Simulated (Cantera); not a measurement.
Feed: 1 mol PbO, a varied amount of H2, at 675 K and 1 atm.

Method: chemical equilibrium by Gibbs-energy minimisation in Cantera with the NASA 1993 tables (ideal gas, pure condensed phases). Candidate condensed phases: H2O, Pb, PbO, PbO2, Pb3O4; 12 gas species. Equilibrium is a limit: real reactors are often held back by kinetics, nucleation or transport.

Which condensed phases are stable at each of these points (n(H2) (mol)): 0.51, 0.62, 0.77, 0.94, 1.2, 1.4, 1.8, 2.2, 2.7, 3.3?


```
n(H2) (mol)  condensed phases  Pb condensed (%)
-----------  ----------------  ----------------
0.51         Pb(l) + PbO(red)             100.0
0.62         Pb(l) + PbO(red)             100.0
0.77         Pb(l) + PbO(red)             100.0
0.94         Pb(l) + PbO(red)             100.0
1.2                     Pb(l)             100.0
1.4                     Pb(l)             100.0
1.8                     Pb(l)             100.0
2.2                     Pb(l)             100.0
2.7                     Pb(l)             100.0
3.3                     Pb(l)             100.0
```

From 0.51 mol H2 to 0.94 mol H2 the condensed part is Pb(l) + PbO(red). From 1.2 mol H2 to 3.3 mol H2 the condensed part is Pb(l).
